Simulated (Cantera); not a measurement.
An isothermal, constant-pressure homogeneous reactor starts with NH₃ : H₂ = 1 : 0.3 (molar parts), at 1550 K and 1.50 bar. Integrator tolerance rtol = 1e-08.

Computed with Cantera and the gas-phase N/H chemistry of the illustrative SiF4/NH3 mechanism in the Surface Chemkin manual (1991). Walls and surfaces, which speed up NH3 decomposition in real reactors, are not modelled.

Q: What does this change do: temperature 1550 to 1850 K?

A: 
| quantity | before | after |
|---|---|---|
| x(NH₃) at 5.00 s | 0.548 (gas-phase equilibrium 2.56e-5) | 0.00368 (gas-phase equilibrium 1.27e-5) |
| x(H₂) at 5.00 s | 0.389 (gas-phase equilibrium 0.783) | 0.780 (gas-phase equilibrium 0.782) |
| x(NH) at 5.00 s | 8.40e-8 (gas-phase equilibrium 4.24e-12) | 1.08e-7 (gas-phase equilibrium 3.79e-10) |
| x(N₂H₄) at 5.00 s | 1.05e-7 (gas-phase equilibrium <1e-12) | 6.50e-11 (gas-phase equilibrium <1e-12) |
| x(H) at 5.00 s | 1.10e-5 (gas-phase equilibrium 2.29e-5) | 0.000387 (gas-phase equilibrium 0.000392) |
| x(N₂) at 5.00 s | 0.0624 (gas-phase equilibrium 0.217) | 0.216 (gas-phase equilibrium 0.217) |
| x(N₂H₂) at 5.00 s | 1.17e-7 (gas-phase equilibrium <1e-12) | 2.89e-10 (gas-phase equilibrium <1e-12) |

Q: What does this change do: temperature 1550 to 1575 K?

A: 
| quantity | before | after |
|---|---|---|
| x(NH₃) at 5.00 s | 0.548 (gas-phase equilibrium 2.56e-5) | 0.469 (gas-phase equilibrium 2.39e-5) |
| x(H₂) at 5.00 s | 0.389 (gas-phase equilibrium 0.783) | 0.446 (gas-phase equilibrium 0.783) |
| x(NH) at 5.00 s | 8.40e-8 (gas-phase equilibrium 4.24e-12) | 1.10e-7 (gas-phase equilibrium 6.58e-12) |
| x(N₂H₄) at 5.00 s | 1.05e-7 (gas-phase equilibrium <1e-12) | 9.04e-8 (gas-phase equilibrium <1e-12) |
| x(H) at 5.00 s | 1.10e-5 (gas-phase equilibrium 2.29e-5) | 1.60e-5 (gas-phase equilibrium 3.02e-5) |
| x(N₂) at 5.00 s | 0.0624 (gas-phase equilibrium 0.217) | 0.0849 (gas-phase equilibrium 0.217) |
| x(N₂H₂) at 5.00 s | 1.17e-7 (gas-phase equilibrium <1e-12) | 1.08e-7 (gas-phase equilibrium <1e-12) |

Q: What does this change do: pressure from 1.50 bar to 10.00 Torr?

A: 
```
quantity                                             before                                     after
-----------------  ----------------------------------------  ----------------------------------------
x(NH₃) at 5.00 s      0.548 (gas-phase equilibrium 2.56e-5)     0.755 (gas-phase equilibrium 2.27e-7)
x(H₂) at 5.00 s         0.389 (gas-phase equilibrium 0.783)       0.241 (gas-phase equilibrium 0.782)
x(NH) at 5.00 s    8.40e-8 (gas-phase equilibrium 4.24e-12)  4.67e-7 (gas-phase equilibrium 4.24e-12)
x(N₂H₄) at 5.00 s    1.05e-7 (gas-phase equilibrium <1e-12)    7.53e-9 (gas-phase equilibrium <1e-12)
x(H) at 5.00 s      1.10e-5 (gas-phase equilibrium 2.29e-5)  1.42e-5 (gas-phase equilibrium 0.000243)
x(N₂) at 5.00 s        0.0624 (gas-phase equilibrium 0.217)     0.00390 (gas-phase equilibrium 0.217)
x(N₂H₂) at 5.00 s    1.17e-7 (gas-phase equilibrium <1e-12)    1.15e-6 (gas-phase equilibrium <1e-12)
```
